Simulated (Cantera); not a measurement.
Charge: 1 mol borazine, 3.1 mol O₂, at 1198.15 K and 0.100 bar.

Equilibrium computed with Cantera from the NASA thermochemical tables; the gas is ideal and each condensed phase is pure. Candidate condensed phases: B, BN, B₂O₃, B₃O₃H₃, H₂O; 39 gas species. The feed counts by its element totals alone. Gases not in the tables: H₃BO₃. Kinetics and transport are ignored.

Base state: H₂O 0.376, N₂ 0.333, H₂ 0.289, HBO₂ 0.00157, (HBO₂)₃ 0.000856 (mole fractions); condensed: B₂O₃(l).

Problem. What changes in the equilibrium state with this change: O₂ from 3.1 to 0.42 mol?

Solution. 
```csv
species,before,after
H₂,0.289,0.913
N₂,0.333,0.0848
H₂O,0.376,0.00166
HBO₂,0.00157,0.000104
(HBO₂)₃,0.000856,2.52e-7
"B₂O₃(l), mol",1.49,0.278
"BN(s), mol",0,2.44
```
Mutual solubility and eutectic melting of coexisting phases are not modelled.
